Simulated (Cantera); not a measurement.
An adiabatic, constant-pressure homogeneous reactor starts with 24.2 % CO, 0.750 % H₂, 0.822 % CH₄, 12.8 % O₂, 48.1 % N₂, 13.3 % H₂O, at 1200 K and 14.8 atm.

Cantera simulation using GRI-Mech 3.0 (53 species, 325 reactions); the numbers are that mechanism's predictions, not measurements. The pressure lies above the range GRI-Mech 3.0 was tuned for (to about 10 atm).

Q: Predict: time of steepest temperature rise; temperature at 2.00 s; equilibrium temperature; x(CO) at 2.00 s; x(H₂) at 2.00 s; x(OH) at 2.00 s; x(O) at 2.00 s; x(CH₂O) at 2.00 s.

A: 
```
Item                                                                  Result
---------------------------------  -----------------------------------------
time of steepest temperature rise                                   0.248 ms
temperature at 2.00 s                                                 2700 K
equilibrium temperature                                               2700 K
x(CO) at 2.00 s                        0.0545 (gas-phase equilibrium 0.0545)
x(H₂) at 2.00 s                      0.00596 (gas-phase equilibrium 0.00596)
x(OH) at 2.00 s                      0.00798 (gas-phase equilibrium 0.00798)
x(O) at 2.00 s                     0.000976 (gas-phase equilibrium 0.000976)
x(CH₂O) at 2.00 s                    1.96e-9 (gas-phase equilibrium 1.96e-9)
```
